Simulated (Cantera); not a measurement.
Adiabatic ignition

An adiabatic, constant-pressure homogeneous reactor starts with CH3OH : O2 : N2 : H2O = 1 : 2.59 : 9.72 : 0.63 (molar parts), equivalence ratio 0.58, at 1148 K and 14.0 bar.

Detailed kinetics in Cantera: GRI-Mech 3.0 (53 species, 325 reactions). GRI-Mech 3.0 was tuned for natural gas; its chemistry of methanol as a main component is partial and can be far from experiment. The pressure lies above the range GRI-Mech 3.0 was tuned for (to about 10 atm).

```
t (s)     T (K)  x CH3OH    x O2   x H2O    x CH3     x HCO   x C2H      x NO
--------  -----  -------  ------  ------  -------  --------  ------  --------
4.00e-6    1148   0.0717   0.186  0.0452  4.05e-9    <1e-12  <1e-12    <1e-12
1.07e-5    1148   0.0717   0.186  0.0452  6.22e-9    <1e-12  <1e-12    <1e-12
2.88e-5    1148   0.0717   0.186  0.0452  6.81e-9    <1e-12  <1e-12    <1e-12
7.72e-5    1148   0.0717   0.186  0.0452  6.78e-9    <1e-12  <1e-12    <1e-12
0.000207   1148   0.0717   0.186  0.0452  6.66e-9    <1e-12  <1e-12    <1e-12
0.000556   1148   0.0717   0.186  0.0452  6.36e-9  1.42e-12  <1e-12    <1e-12
0.00149    1148   0.0717   0.186  0.0452  5.40e-9  2.10e-11  <1e-12    <1e-12
0.00400    2300   <1e-12  0.0746   0.179   <1e-12  1.07e-10  <1e-12  0.000292
0.0107     2296   <1e-12  0.0737   0.179   <1e-12  1.03e-10  <1e-12   0.00221
0.0288     2290   <1e-12  0.0720   0.180   <1e-12  9.64e-11  <1e-12   0.00551
0.0772     2285   <1e-12  0.0709   0.180   <1e-12  9.20e-11  <1e-12   0.00788
0.207      2285   <1e-12  0.0707   0.180   <1e-12  9.15e-11  <1e-12   0.00815
0.556      2285   <1e-12  0.0707   0.180   <1e-12  9.15e-11  <1e-12   0.00815
1.49       2285   <1e-12  0.0707   0.180   <1e-12  9.15e-11  <1e-12   0.00815
4.00       2285   <1e-12  0.0707   0.180   <1e-12  9.15e-11  <1e-12   0.00815
```
x: mole fraction; the columns are a selection and need not sum to one.

| Property | Result |
|---|---|
| time of steepest temperature rise | 3.11 ms |
| temperature at 4.00 s | 2285 K |
| equilibrium temperature | 2285 K |
| x(CH3OH) at 4.00 s | <1e-12 (gas-phase equilibrium <1e-12) |
| x(O2) at 4.00 s | 0.0707 (gas-phase equilibrium 0.0707) |
| x(H2O) at 4.00 s | 0.180 (gas-phase equilibrium 0.180) |
